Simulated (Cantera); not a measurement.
Cantera run, input and output.

```python
import numpy as np
import cantera as ct

gas = ct.Solution("gri30.yaml")
gas.TPX = 1725, 100000, {'CO': 1, 'H2': 0.26, 'O2': 0.863, 'N2': 4.8}
reactor = ct.IdealGasReactor(gas, energy="on", clone=False)
net = ct.ReactorNet([reactor])
net.rtol, net.atol = 1e-08, 1e-16
show = ['CO', 'H2', 'O2', 'NO2', 'H2O']
times = np.geomspace(6e-06, 0.3, 16)

steps = ct.SolutionArray(gas, extra=["t"])
rows = []
print(f"{'t/s':>10s}{'T/K':>9s}{'P/Pa':>11s}" + "".join(f"{s:>11s}" for s in show))
for t in times:
    while net.time < t:
        t_next = net.step()
        steps.append(gas.state, t=t_next)
    rows.append([np.interp(t, steps.t, y) for y in (steps.T, steps.P, *steps(*show).X.T)])
    print(f"{t:10.3e}{rows[-1][0]:9.1f}{rows[-1][1]:11.4g}" + "".join(f"{x:11.3e}" for x in rows[-1][2:]))
rate = np.gradient(steps.T, steps.t)
print("integrator steps:", len(steps.t))
if steps.T.max() > steps.T[0] + 200:
    print(f"time of steepest temperature rise: {steps.t[rate.argmax()]:.4e} s")
gas.TPX = 1725, 100000, {'CO': 1, 'H2': 0.26, 'O2': 0.863, 'N2': 4.8}
gas.equilibrate("UV")
print(f"equilibrium (UV): T = {gas.T:.1f} K  " + "  ".join(f"{s} {gas[s].X[0]:.3e}" for s in show))
```

Result:

```
       t/s      T/K       P/Pa         CO         H2         O2        NO2        H2O
 6.000e-06   1725.0      1e+05  1.444e-01  3.749e-02  1.246e-01  2.127e-16  4.018e-05
 1.234e-05   1727.4  1.001e+05  1.433e-01  3.150e-02  1.203e-01  7.074e-13  3.804e-03
 2.539e-05   1824.3  1.054e+05  1.140e-01  3.367e-03  8.061e-02  1.499e-09  2.229e-02
 5.223e-05   2024.4  1.158e+05  8.174e-02  4.302e-03  6.292e-02  9.775e-09  1.837e-02
 1.075e-04   2263.4  1.276e+05  7.443e-02  3.994e-03  6.116e-02  3.967e-08  2.229e-02
 2.210e-04   2513.9  1.395e+05  6.469e-02  3.156e-03  5.897e-02  2.005e-07  2.666e-02
 4.547e-04   2709.1  1.485e+05  5.333e-02  2.362e-03  5.489e-02  1.006e-06  2.992e-02
 9.354e-04   2760.8  1.507e+05  4.921e-02  2.129e-03  5.167e-02  2.779e-06  3.096e-02
 1.924e-03   2756.0  1.504e+05  4.883e-02  2.123e-03  4.923e-02  4.849e-06  3.118e-02
 3.959e-03   2751.7  1.501e+05  4.867e-02  2.124e-03  4.771e-02  6.130e-06  3.131e-02
 8.143e-03   2750.8    1.5e+05  4.864e-02  2.124e-03  4.738e-02  6.399e-06  3.134e-02
 1.675e-02   2750.8    1.5e+05  4.864e-02  2.124e-03  4.737e-02  6.407e-06  3.134e-02
 3.446e-02   2750.8    1.5e+05  4.864e-02  2.124e-03  4.737e-02  6.407e-06  3.134e-02
 7.089e-02   2750.8    1.5e+05  4.864e-02  2.124e-03  4.737e-02  6.407e-06  3.134e-02
 1.458e-01   2750.8    1.5e+05  4.864e-02  2.124e-03  4.737e-02  6.407e-06  3.134e-02
 3.000e-01   2750.8    1.5e+05  4.864e-02  2.124e-03  4.737e-02  6.407e-06  3.134e-02
integrator steps: 1198
time of steepest temperature rise: 1.8124e-05 s
equilibrium (UV): T = 2750.8 K  CO 4.864e-02  H2 2.124e-03  O2 4.737e-02  NO2 6.407e-06  H2O 3.134e-02
```

Detailed kinetics in Cantera: GRI-Mech 3.0 (53 species, 325 reactions).
